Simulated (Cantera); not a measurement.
What does this Cantera script print?

```python
import numpy as np
import cantera as ct

gas_names = """
    N NO NO2 NO3 N2 N2O O O2 O3 Si SiN SiO SiO2 Si2 Si2N Si3
""".split()
cond_names = """
    Si(cr) Si(L) SiO2(Lqz) SiO2(hqz) SiO2(L) Si2N2O(s) Si3N4(a)
""".split()


def load(file, names, dense=False):
    # The tables refer to 1 bar. Condensed volumes are neglected.
    table = {s.name: s for s in ct.Species.list_from_file(file)}
    out = []
    for n in names:
        d = dict(table[n].input_data)
        d["thermo"] = dict(d["thermo"], **{"reference-pressure": 1e5})
        if dense:
            d["equation-of-state"] = {"model": "constant-volume", "density": "1e6 g/cm^3"}
        out.append(ct.Species.from_dict(d))
    return out


gas = ct.Solution(thermo="ideal-gas", species=load("nasa_gas.yaml", gas_names))
cond = {s.name: ct.Solution(thermo="fixed-stoichiometry", species=[s], name=s.name)
        for s in load("nasa_condensed.yaml", cond_names, dense=True)}
atoms = {
    'Si3N4': {'Si': 3, 'N': 4},
    'N2O': {'N': 2, 'O': 1},
    'N2': {'N': 2},
}
top_T = {'Si2N2O(s)': 2100, 'Si3N4(a)': 2400}  # K; cautious upper limits of use, not melting points


def equilibrate(T, P, feed):
    n = {}
    for name, mol in feed.items():
        for a, k in atoms[name].items():
            n[a] = n.get(a, 0.0) + k * mol
    gas.TPX = T, P, n
    mass = sum(n.values()) * gas.mean_molecular_weight
    gas.equilibrate("TP")
    valid = [c for c in cond.values() if c.min_temp <= T <= top_T.get(c.name, c.max_temp)]
    mix = ct.Mixture([(gas, mass / gas.mean_molecular_weight)] + [(c, 0.0) for c in valid])
    mix.T, mix.P = T, P
    mix.equilibrate("TP", solver="vcs", rtol=1e-11, max_steps=5000)
    return mix


results = []
feed = {'Si3N4': 1, 'N2O': 0.21, 'N2': 6.3}  # mol
P = 10  # Pa
for T in [900, 1000, 1100, 1200, 1300, 1400, 1500, 1600, 1700, 1800, 1900, 2000, 2100, 2200]:
    mix = equilibrate(T, P, feed)
    results.append((T, P, feed, dict(zip(mix.species_names, mix.species_moles))))

top = {s: max(r[3][s] / sum(r[3][g] for g in gas_names) for r in results) for s in gas_names}
cols = sorted((s for s in top if top[s] > 0.001), key=lambda s: -top[s])[:7]
seen = [c for c in cond_names if any(r[3].get(c, 0) > 1e-12 for r in results)]
print("log10 of partial pressures in bar; condensed amounts in mol")
print(f"{'T/K':>10s}" + "".join(f"{s[:9]:>10s}" for s in cols + seen))
for T, P, feed, n in results:
    ng = sum(n[g] for g in gas_names)
    print(f"{T:10.4g}" + "".join(f"{np.log10(max(n[s] / ng * P / 1e5, 1e-99)):10.3f}" for s in cols)
          + "".join(f"{n.get(c, 0):10.4g}" for c in seen))
```

Output:

```
log10 of partial pressures in bar; condensed amounts in mol
       T/K        N2        Si       SiO       Si2    Si(cr)     Si(L) Si2N2O(s)  Si3N4(a)
       900    -4.000   -24.321   -19.730   -36.325         0         0      0.21      0.86
      1000    -4.000   -20.276   -16.318   -30.045         0         0      0.21      0.86
      1100    -4.000   -16.971   -13.536   -24.915         0         0      0.21      0.86
      1200    -4.000   -14.221   -11.224   -20.648         0         0      0.21      0.86
      1300    -4.000   -11.899    -9.275   -17.046         0         0      0.21      0.86
      1400    -4.000    -9.912    -7.609   -13.966         0         0    0.2084    0.8605
      1500    -4.003    -8.192    -6.170   -11.299         0         0    0.1651    0.8748
      1600    -4.011    -7.011    -5.619    -9.614     2.781         0         0         0
      1700    -4.014    -6.168    -5.621    -8.527         0     2.728         0         0
      1800    -4.025    -5.498    -5.632    -7.717         0     2.494         0         0
      1900    -4.070    -4.899    -5.678    -6.994         0     1.487         0         0
      2000    -4.130    -4.622    -5.738    -6.868         0         0         0         0
      2100    -4.131    -4.618    -5.738    -7.247         0         0         0         0
      2200    -4.131    -4.617    -5.739    -7.596         0         0         0         0
```

Cantera equilibrium calculation (NASA polynomials, part measured and part estimated; ideal gas, pure solids and liquids). Mutual solubility and eutectic melting of coexisting phases are not modelled. The tables' values for SiN are old estimates; treat these amounts as uncertain.
